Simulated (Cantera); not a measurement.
Input: 1 mol Fe3O4, 0.12 mol Cl2, 4.5 mol H2, at 42.0 Torr.

Cantera equilibrium calculation (NASA polynomials, part measured and part estimated; ideal gas, pure solids and liquids). Candidate condensed phases: Fe, FeCl2, FeCl3, FeO, Fe(OH)2, Fe(OH)3, Fe2O3, Fe3O4, H2O; 22 gas species. Mutual solubility and eutectic melting of coexisting phases are not modelled. The tables' stoichiometric FeO is somewhat more stable than real wüstite, so its field is too wide. FeO: taken at fixed stoichiometry. Equilibrium is a limit: real reactors are often held back by kinetics, nucleation or transport.

At 1623 K, list the 6 most abundant gas species with their mole fractions, and the condensed phases.

H2 0.648, H2O 0.302, HCl 0.0460, FeCl2 0.00299, H 0.000235, Fe 2.99e-5. Condensed: Fe(γ) + FeO(s).
